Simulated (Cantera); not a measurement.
An isothermal, constant-pressure homogeneous reactor starts with 0.259 % CH4, 99.5 % H2, 0.199 % O2, equivalence ratio 250, at 2350 K and 0.0100 bar.

Computed with Cantera and GRI-Mech 3.0 (53 species, 325 reactions). Radical loss at walls, strong at low pressure, is not modelled.

x: mole fraction; the columns are a selection and need not sum to one.

```
t (s)        x CH4   x H2      x O2     x CH3    x CH2
--------  --------  -----  --------  --------  -------
0.000900   0.00251  0.994   0.00173       ___  1.75e-7
0.00207    0.00238  0.990  0.000875       ___  1.27e-6
0.00477    0.00219  0.985   2.52e-5       ___  4.41e-6
0.0110     0.00188  0.980  1.76e-10  0.000472  9.42e-6
0.0253     0.00113  0.973  3.46e-10  0.000459  1.47e-5
0.0583    0.000349  0.965  6.47e-10       ___  9.32e-6
0.134      9.87e-5  0.956  9.13e-10       ___  4.54e-6
0.309      4.47e-5  0.944   1.03e-9       ___  3.74e-6
0.711      1.06e-5  0.925  8.45e-10       ___  1.79e-6
1.64       5.98e-8  0.898   1.07e-9       ___  2.00e-8
3.77        <1e-12  0.881   1.53e-9  2.23e-12   <1e-12
8.69        <1e-12  0.879   1.61e-9  2.09e-12   <1e-12
20.0        <1e-12  0.878   1.61e-9  2.09e-12   <1e-12
```

**Question.** Complete the blanks.

**Answer.** 
- 0.000900, x CH3: 7.59e-5
- 0.00207, x CH3: 0.000196
- 0.00477, x CH3: 0.000347
- 0.0583, x CH3: 0.000200
- 0.134, x CH3: 7.37e-5
- 0.309, x CH3: 4.50e-5
- 0.711, x CH3: 1.51e-5
- 1.64, x CH3: 1.20e-7
